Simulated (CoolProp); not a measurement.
1000 sccm (0 °C, 1 atm) of nitrogen bubbles through liquid toluene at 320.4 K and leaves saturated at a total pressure of 0.0889 MPa (ideal gas phase). Each further row changes one setting.

Model: reference Helmholtz-energy equation of state, Lemmon 2006, in CoolProp. It is a short technical equation, of lower accuracy than the large ones.

```csv
case,vapour pressure (kPa),mole fraction of vapour,delivery (mg/min),delivery (sccm),change of delivery for a bath 1 K warmer (%)
as stated,10.9,[?],[?],140,5.1
bath temperature 325.4 K,[?],[?],[?],179,5.1
total pressure 0.178 MPa,10.9,0.0613,269,[?],4.7
```

Task: Fill in the missing entries.

Result: 
- as stated, mole fraction of vapour: 0.123
- as stated, delivery (mg/min): 575
- bath temperature 325.4 K, vapour pressure (kPa): 13.5
- bath temperature 325.4 K, mole fraction of vapour: 0.152
- bath temperature 325.4 K, delivery (mg/min): 737
- total pressure 0.178 MPa, delivery (sccm): 65.3
